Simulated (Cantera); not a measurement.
Standard-state values (1 bar) from the NASA 1993 polynomials, evaluated with Cantera. Values are per mole of reaction as written; species without (g) are pure solids or liquids, kept so even where they would boil at 1 bar. TaC: taken at fixed stoichiometry.

Ta + CO(g) + 2 N(g) → N2O(g) + TaC, with ΔH° = -897.4 kJ and ΔS° = -283.5 J/K at 300 K.

Question: How far is the shortcut ΔG° ≈ ΔH°(300 K) − T·ΔS°(300 K) from the full temperature-dependent value at 500, 575, 650, 725, 800, 875, 950, 1025, 1100, 1175 K?

Answer: 
| T (K) | shortcut (kJ) | full (kJ) | difference (kJ) | difference in log10 K |
|---|---|---|---|---|
| 500 | -755.6 | -754.8 | -0.9 | 0.09 |
| 575 | -734.4 | -732.9 | -1.4 | 0.13 |
| 650 | -713.1 | -711.1 | -2.0 | 0.16 |
| 725 | -691.8 | -689.2 | -2.6 | 0.19 |
| 800 | -670.6 | -667.3 | -3.3 | 0.21 |
| 875 | -649.3 | -645.4 | -3.9 | 0.23 |
| 950 | -628.1 | -623.5 | -4.5 | 0.25 |
| 1025 | -606.8 | -601.7 | -5.1 | 0.26 |
| 1100 | -585.5 | -579.9 | -5.7 | 0.27 |
| 1175 | -564.3 | -558.0 | -6.2 | 0.28 |
The shortcut ignores the heat-capacity change of the reaction.
